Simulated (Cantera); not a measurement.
Input: 1 mol B2H6, 0.85 mol O2, at 1423.15 K and 0.150 bar.

Method: chemical equilibrium by Gibbs-energy minimisation in Cantera with the NASA 1993 tables (ideal gas, pure condensed phases). Candidate condensed phases: B, B2O3, B3O3H3, H2O; 23 gas species. The feed counts by its element totals alone. Mutual solubility and eutectic melting of coexisting phases are not modelled. Equilibrium is a limit: real reactors are often held back by kinetics, nucleation or transport.

Question: What is the equilibrium state?

Answer: 
| Quantity | Result |
|---|---|
| x(H2) | 0.993 |
| x(HBO) | 0.00382 |
| x(B3O3H3) | 0.00267 |
| x(B2O2) | 0.000136 |
| x(HBO2) | 7.97e-5 |
| x(B2O3) | 2.74e-5 |
| x(H) | 1.71e-5 |
| x(H2O) | 6.85e-6 |
| x(BH2) | 4.24e-6 |
| n(B(s)) | 0.855 mol |
| n(B2O3(l)) | 0.554 mol |
| gas amount | 3.002 mol |
| log10 activity of B3O3H3(s) (absent) | -7.35 |
